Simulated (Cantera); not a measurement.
Charge: 1 mol TEOS, 0.32 mol NO, 6 mol H2, equilibrated at 0.430 bar.

Equilibrium computed with Cantera from the NASA thermochemical tables; the gas is ideal and each condensed phase is pure. Candidate condensed phases: C, C6H6, C7H8, C8H18, H2O, Si, SiC, SiO2, Si2N2O, Si3N4; 151 gas species. The feed counts by its element totals alone. The tables hold silica as quartz up to 1696 K and as liquid above; real silica turns to tridymite and cristobalite and melts near 1996 K. Equilibrium is a limit: real reactors are often held back by kinetics, nucleation or transport.

Which condensed phases are stable at each of these points (T (K)): 598, 648, 698, 748, 798, 848, 898, 948, 998, 1048, 1098, 1148?


| T (K) | condensed phases | Si condensed (%) |
|---|---|---|
| 598 | C(graphite) + SiO2(α-quartz) | 100.0 |
| 648 | C(graphite) + SiO2(α-quartz) | 100.0 |
| 698 | C(graphite) + SiO2(α-quartz) | 100.0 |
| 748 | C(graphite) + SiO2(α-quartz) | 100.0 |
| 798 | C(graphite) + SiO2(α-quartz) | 100.0 |
| 848 | C(graphite) + SiO2(β-quartz) | 100.0 |
| 898 | C(graphite) + SiO2(β-quartz) | 100.0 |
| 948 | C(graphite) + SiO2(β-quartz) | 100.0 |
| 998 | C(graphite) + SiO2(β-quartz) | 100.0 |
| 1048 | C(graphite) + SiO2(β-quartz) | 100.0 |
| 1098 | C(graphite) + SiO2(β-quartz) | 100.0 |
| 1148 | C(graphite) + SiO2(β-quartz) | 100.0 |

From 598 K to 798 K the condensed part is C(graphite) + SiO2(α-quartz). From 848 K to 1148 K the condensed part is C(graphite) + SiO2(β-quartz).
